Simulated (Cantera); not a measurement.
## Transport properties of process gases

Gas mixture: 25.4 % CH3OH, 74.6 % CH4, at 26.3 Torr, frozen composition.

Cantera's kinetic-theory transport with the Lennard-Jones parameters of GRI-Mech 3.0, ideal gas; thermal conductivity in the mixture-averaged form. Polar gases are described roughly by these parameters. The composition is frozen, though it would react at the higher temperatures.

```json
[
 {"T (K)": "400", "ρ (kg/m³)": "0.0212", "cp (J/kg/K)": "2153", "μ (µPa s)": "14.1", "λ (mW/m/K)": "43.6", "Pr": "0.697", "D (cm²/s) NH3": "10.0", "D (cm²/s) CH4": "8.16", "D (cm²/s) C2H2": "7.75"},
 {"T (K)": "650", "ρ (kg/m³)": "0.0130", "cp (J/kg/K)": "2964", "μ (µPa s)": "21.0", "λ (mW/m/K)": "88.0", "Pr": "0.708", "D (cm²/s) NH3": "25.2", "D (cm²/s) CH4": "20.0", "D (cm²/s) C2H2": "18.7"},
 {"T (K)": "900", "ρ (kg/m³)": "0.00940", "cp (J/kg/K)": "3624", "μ (µPa s)": "27.0", "λ (mW/m/K)": "137", "Pr": "0.713", "D (cm²/s) NH3": "45.5", "D (cm²/s) CH4": "35.7", "D (cm²/s) C2H2": "33.0"},
 {"T (K)": "1150", "ρ (kg/m³)": "0.00736", "cp (J/kg/K)": "4159", "μ (µPa s)": "32.2", "λ (mW/m/K)": "186", "Pr": "0.719", "D (cm²/s) NH3": "70.2", "D (cm²/s) CH4": "54.6", "D (cm²/s) C2H2": "50.2"},
 {"T (K)": "1400", "ρ (kg/m³)": "0.00605", "cp (J/kg/K)": "4556", "μ (µPa s)": "37.0", "λ (mW/m/K)": "234", "Pr": "0.721", "D (cm²/s) NH3": "98.8", "D (cm²/s) CH4": "76.4", "D (cm²/s) C2H2": "70.1"},
 {"T (K)": "1650", "ρ (kg/m³)": "0.00513", "cp (J/kg/K)": "4857", "μ (µPa s)": "41.4", "λ (mW/m/K)": "279", "Pr": "0.720", "D (cm²/s) NH3": "131", "D (cm²/s) CH4": "101", "D (cm²/s) C2H2": "92.4"},
 {"T (K)": "1900", "ρ (kg/m³)": "0.00445", "cp (J/kg/K)": "5088", "μ (µPa s)": "45.5", "λ (mW/m/K)": "322", "Pr": "0.719", "D (cm²/s) NH3": "167", "D (cm²/s) CH4": "128", "D (cm²/s) C2H2": "117"},
 {"T (K)": "2150", "ρ (kg/m³)": "0.00394", "cp (J/kg/K)": "5268", "μ (µPa s)": "49.4", "λ (mW/m/K)": "363", "Pr": "0.718", "D (cm²/s) NH3": "205", "D (cm²/s) CH4": "157", "D (cm²/s) C2H2": "144"}
]
```
D: mixture-averaged diffusion coefficient of that species in the mixture.
